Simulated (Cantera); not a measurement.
Mixture: CH4 : H2 : O2 : N2 = 1 : 0.27 : 2.3 : 6.43 (molar parts), equivalence ratio 0.93, at 255 Torr, adiabatic and at constant pressure. Ignition delay is the time to a rise of 400 K.

Computed with Cantera and GRI-Mech 3.0 (53 species, 325 reactions). Below about 1000 K GRI-Mech 3.0 lacks low-temperature oxidation paths. Below about 950 K walls govern HO2 and H2O2 in real vessels.

Problem. What does this change do: pressure from 255 Torr to 7500 Torr?

Solution. 
| quantity | before | after |
|---|---|---|
| delay at 875 K | 0.564 s | 0.334 s |
| delay at 975 K | 0.122 s | 22.8 ms |
| delay at 1075 K | 38.1 ms | 2.73 ms |
| delay at 1175 K | 12.4 ms | 0.664 ms |
| delay at 1275 K | 4.52 ms | 0.265 ms |
| apparent activation energy between 1175 and 1275 K | 130 kJ/mol | 110 kJ/mol |

Problem. What does this change do: pressure from 255 Torr to 525 Torr?

Solution. 
| quantity | before | after |
|---|---|---|
| delay at 875 K | 0.564 s | 0.655 s |
| delay at 975 K | 0.122 s | 61.6 ms |
| delay at 1075 K | 38.1 ms | 20.4 ms |
| delay at 1175 K | 12.4 ms | 7.20 ms |
| delay at 1275 K | 4.52 ms | 2.68 ms |
| apparent activation energy between 1175 and 1275 K | 130 kJ/mol | 120 kJ/mol |
